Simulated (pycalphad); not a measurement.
Computed with pycalphad from the COST 507 light-alloy database (1999), at 1 atm. These are 1990s assessments: newer ones move some temperatures and phases. Phase fractions are per mole of atoms.

Compare equilibrium and Scheil-Gulliver solidification of Hf-0.3841C (wt.%).

Both start at the liquidus, 2616 K. In full equilibrium the last liquid goes at 2534 K (range 82 K), and at 2500 K the alloy holds hcp. With no diffusion in the solid (Scheil-Gulliver, steps of 4 K) the liquid lasts to an invariant point at 2479 K (range 137 K), where the last 0.18 of it freezes; the solid then holds hcp 0.89, bcc 0.11.

| last step ahead of the change, T (K) | liquid left there | liquid composition there (wt.%) | solids forming below it |
|---|---|---|---|
| 2616 | 1.00 | 0.38 C | hcp |
| 2479 | 0.18 | 0.09 C | bcc + hcp |
Solids once formed stay as they are in this model, so peritectic reactions do not proceed; the changes are located to one step. Interstitial elements diffuse fast in the metal, so real castings lie closer to equilibrium.
